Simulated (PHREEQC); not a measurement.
Consider water at 25 °C with 11 mmol/kgw Al2(SO4)3. Closed to the air; pH follows from the charge balance.

All values are PHREEQC results (ion-association model, wateq4f.dat), not measurements.

No solid was allowed to form.

**Question.** Order these Al species by the share of Al that they hold, largest first: AlSO4+, Al(SO4)2-, Al+3, AlOH+2.

**Answer.** AlSO4+ (73 %), Al+3 (14 %), Al(SO4)2- (12 %), AlOH+2 (0.74 %)

**Question.** Order these S species by the share of S that they hold, largest first: Al(SO4)2-, HSO4-, SO4-2, AlSO4+.

**Answer.** AlSO4+ (48 %), SO4-2 (35 %), Al(SO4)2- (17 %), HSO4- (0.19 %)

The pH is 4.01 and the ionic strength 0.0467 mol/kgw. Saturation is exceeded, for instance for Basaluminite, Gibbsite (slow to form); the values hold only as long as no solid forms.
